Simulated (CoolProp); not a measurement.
Values from CoolProp's reference Helmholtz-energy equation of state, Lemmon 2016.

Task: For R365MFC, give the phase and the cv (kJ/(kg K)), Joule-Thomson coefficient (K/MPa), isothermal compressibility (1/MPa), expansivity (1/kK) at 443.5 K and 1.16 MPa.

Result: 
- 443.5 K and 1.16 MPa: gas; cv 1.22, Joule-Thomson coefficient 10.6, isothermal compressibility 1.05, expansivity 4.04
